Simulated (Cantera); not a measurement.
Feed: 1 mol Ta2O5, 12 mol H2, at 1002 °C and 19.0 mbar.

These are equilibrium values from Cantera (NASA tables, ideal gas, pure condensed phases), not measurements of a reactor. Candidate condensed phases: H2O, Ta, Ta2O5; 12 gas species. The numbers say what is thermodynamically allowed, not how fast it happens.

Base state: H2 1.000, H2O 1.09e-5 (mole fractions); condensed: Ta2O5(s).

What changes in the equilibrium state with this change: temperature from 1002 °C to 1775 °C?


```
species         before     after
-------------  -------  --------
H2               1.000     0.982
H              5.35e-6    0.0161
H2O            1.09e-5   0.00220
TaO2             <1e-9  0.000125
TaO              <1e-9   2.38e-5
Ta2O5(s), mol    1.000     0.994
Ta(s), mol           0    0.0102
```
Mutual solubility and eutectic melting of coexisting phases are not modelled. Condensed phases not in the tables: N, O or C dissolved in the metal.
